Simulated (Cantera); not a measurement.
An adiabatic, constant-pressure homogeneous reactor starts with 16.5 % CH₄, 17.5 % O₂, 66.0 % N₂, equivalence ratio 1.9, at 1650 K and 1.00 bar.

Cantera simulation using GRI-Mech 3.0 (53 species, 325 reactions); the numbers are that mechanism's predictions, not measurements.

Predict: time of steepest temperature rise; temperature at 0.200 s; equilibrium temperature; x(O₂) at 0.200 s; x(H₂) at 0.200 s; x(OH) at 0.200 s.


| Item | Result |
|---|---|
| time of steepest temperature rise | 0.380 ms |
| temperature at 0.200 s | 2651 K |
| equilibrium temperature | 2651 K |
| x(O₂) at 0.200 s | 0.000139 (gas-phase equilibrium 0.000139) |
| x(H₂) at 0.200 s | 0.137 (gas-phase equilibrium 0.137) |
| x(OH) at 0.200 s | 0.00421 (gas-phase equilibrium 0.00421) |
